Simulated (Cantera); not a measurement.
Cantera run, input and output.

```python
import numpy as np
import cantera as ct

gas = ct.Solution("gri30.yaml")
gas.TPX = 1000, 2800, {'H2': 0.01, 'O2': 1, 'N2': 1.9}
reactor = ct.IdealGasConstPressureReactor(gas, energy="off", clone=False)
net = ct.ReactorNet([reactor])
net.rtol, net.atol = 1e-08, 1e-18
show = ['H2', 'O2', 'H2O2', 'HO2', 'N2O']
times = np.geomspace(3e-06, 20, 15)

steps = ct.SolutionArray(gas, extra=["t"])
rows = []
print(f"{'t/s':>10s}{'T/K':>9s}{'P/Pa':>11s}" + "".join(f"{s:>11s}" for s in show))
for t in times:
    while net.time < t:
        t_next = net.step()
        steps.append(gas.state, t=t_next)
    rows.append([np.interp(t, steps.t, y) for y in (steps.T, steps.P, *steps(*show).X.T)])
    print(f"{t:10.3e}{rows[-1][0]:9.1f}{rows[-1][1]:11.4g}" + "".join(f"{x:11.3e}" for x in rows[-1][2:]))
rate = np.gradient(steps.T, steps.t)
print("integrator steps:", len(steps.t))
if steps.T.max() > steps.T[0] + 200:
    print(f"time of steepest temperature rise: {steps.t[rate.argmax()]:.4e} s")
gas.TPX = 1000, 2800, {'H2': 0.01, 'O2': 1, 'N2': 1.9}
gas.equilibrate("TP")
print(f"equilibrium (TP): T = {gas.T:.1f} K  " + "  ".join(f"{s} {gas[s].X[0]:.3e}" for s in show))
```

Result:

```
       t/s      T/K       P/Pa         H2         O2       H2O2        HO2        N2O
 3.000e-06   1000.0       2800  3.436e-03  3.436e-01  8.797e-21  7.221e-14  1.561e-21
 9.216e-06   1000.0       2800  3.436e-03  3.436e-01  7.656e-20  2.220e-13  4.800e-21
 2.831e-05   1000.0       2800  3.436e-03  3.436e-01  7.174e-19  6.829e-13  1.481e-20
 8.697e-05   1000.0       2800  3.436e-03  3.436e-01  6.773e-18  2.107e-12  4.663e-20
 2.672e-04   1000.0       2800  3.436e-03  3.436e-01  6.423e-17  6.532e-12  1.658e-19
 8.208e-04   1000.0       2800  3.436e-03  3.436e-01  6.138e-16  2.041e-11  9.113e-19
 2.521e-03   1000.0       2800  3.436e-03  3.436e-01  5.982e-15  6.635e-11  1.103e-17
 7.746e-03   1000.0       2800  3.436e-03  3.436e-01  8.094e-14  4.519e-10  6.734e-16
 2.380e-02   1000.0       2800  3.120e-03  3.434e-01  1.194e-08  2.176e-06  2.440e-11
 7.310e-02   1000.0       2800  1.676e-05  3.420e-01  1.687e-08  1.128e-06  3.558e-09
 2.246e-01   1000.0       2800  1.970e-06  3.424e-01  1.114e-08  4.600e-07  6.688e-09
 6.899e-01   1000.0       2800  2.586e-07  3.425e-01  6.887e-09  1.458e-07  8.222e-09
 2.119e+00   1000.0       2800  2.993e-08  3.425e-01  2.486e-09  3.475e-08  8.843e-09
 6.510e+00   1000.0       2800  3.815e-09  3.425e-01  5.973e-10  7.377e-09  9.107e-09
 2.000e+01   1000.0       2800  6.380e-10  3.425e-01  1.406e-10  1.692e-09  9.239e-09
integrator steps: 1447
equilibrium (TP): T = 1000.0 K  H2 3.092e-12  O2 3.425e-01  H2O2 9.493e-13  HO2 1.020e-10  N2O 4.585e-10
```

Detailed kinetics in Cantera: GRI-Mech 3.0 (53 species, 325 reactions). Radical loss at walls, strong at low pressure, is not modelled.
